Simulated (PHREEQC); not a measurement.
Make-up at 25 °C: 0.18 mol/kgw CdCl2. Closed to the air; pH follows from the charge balance.

Computed with PHREEQC (ion-association model, phreeqc.dat).

| quantity | before | after |
|---|---|---|
| pH | 5.28 | 5.41 |
| Cl- (mol/kgw) | 0.158 | 0.0939 |

Task: What was changed between the two runs?
(A) CdCl2 from 0.18 to 0.09 mol/kgw
(B) 0.0029 mol/kgw KHSO4 added
(C) CdCl2 replaced by AlCl3 at the same molality
(D) diluted 10-fold with water

Result: A, CdCl2 from 0.18 to 0.09 mol/kgw

No solid was allowed to form.
